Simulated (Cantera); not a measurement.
A closed system holds: 1 mol SiO2, 0.31 mol CH4, 3.9 mol N2, at 62000 Pa.

Equilibrium computed with Cantera from the NASA thermochemical tables; the gas is ideal and each condensed phase is pure. Candidate condensed phases: C, C6H6, C7H8, C8H18, H2O, Si, SiC, SiO2, Si2N2O, Si3N4; 151 gas species. N2 is the only nitrogen source here; it is nearly inert below about 1500 K, so the nitride shown seldom forms there in practice. Mutual solubility and eutectic melting of coexisting phases are not modelled. The numbers say what is thermodynamically allowed, not how fast it happens. All values below are at 800 °C.

Base state: N2 0.861, H2 0.136, CO 0.00212, CH4 0.000527, H2O 2.32e-5, NH3 1.07e-5 (mole fractions); condensed: C(graphite) + SiO2(β-quartz) + Si2N2O(s).

Q: What changes in the equilibrium state with this change: pressure from 62000 Pa to 19000 Pa?

A: 
```json
[
 {"species": "N2", "before": "0.861", "after": "0.859"},
 {"species": "H2", "before": "0.136", "after": "0.136"},
 {"species": "CO", "before": "0.00212", "after": "0.00466"},
 {"species": "NH3", "before": "1.07e-5", "after": "3.28e-6"},
 {"species": "CH4", "before": "0.000527", "after": "0.000162"},
 {"species": "H2O", "before": "2.32e-5", "after": "1.57e-5"},
 {"species": "C(graphite), mol", "before": "0.298", "after": "0.288"},
 {"species": "SiO2(β-quartz), mol", "before": "0.994", "after": "0.986"},
 {"species": "Si2N2O(s), mol", "before": "0.00323", "after": "0.00707"}
]
```
